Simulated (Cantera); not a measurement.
A freely propagating, adiabatic, planar premixed flame of H₂ : O₂ : N₂ = 1 : 0.588 : 2.21 (molar parts), equivalence ratio 0.85, unburnt at 698 K and 170000 Pa; mixture-averaged transport, grid criteria slope 0.08 and curve 0.16, no radiation.

Cantera simulation using the H2/O2 subset of GRI-Mech 3.0, which has no nitrogen chemistry; the numbers are that mechanism's predictions, not measurements. Burning velocities carry a grid error of a few per cent, more on coarse grids.

Problem. What does this change do: 0.37 parts H2O added?

Solution. 
| quantity | before | after |
|---|---|---|
| laminar burning velocity | 902 cm/s | 730 cm/s |
| thermal thickness | 0.249 mm | 0.231 mm |
| peak x(H) | 0.0443 | 0.0295 |
| peak x(HO₂) | 0.000362 | 0.000516 |
| peak x(H₂O₂) | 1.52e-5 | 2.82e-5 |
| peak x(O) | 0.0149 | 0.00944 |

Problem. What does this change do: inlet temperature 698 to 400 K?

Solution. 
```
quantity                    before     after
------------------------  --------  --------
laminar burning velocity  902 cm/s  292 cm/s
thermal thickness         0.249 mm  0.193 mm
peak x(H)                   0.0443    0.0270
peak x(HO₂)               0.000362  0.000594
peak x(H₂O₂)               1.52e-5   8.89e-5
peak x(O)                   0.0149   0.00975
```
